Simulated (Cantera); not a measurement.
Charge: 1 mol SiO₂, 66 mol H₂, held at 1550 K and 0.00133 bar.

Cantera equilibrium calculation (NASA polynomials, part measured and part estimated; ideal gas, pure solids and liquids). Candidate condensed phases: H₂O, Si, SiO₂; 18 gas species. The tables hold silica as quartz up to 1696 K and as liquid above; real silica turns to tridymite and cristobalite and melts near 1996 K. Rates play no part.

Problem. What is the equilibrium state?

Solution. 
```
Item                                 Result
--------------------------------  ---------
x(H₂)                                 0.995
x(SiO)                              0.00227
x(H₂O)                              0.00227
x(H)                               0.000860
n(SiO₂(β-quartz))                 0.849 mol
gas amount                        66.18 mol
log10 activity of Si(s) (absent)      -5.23
```
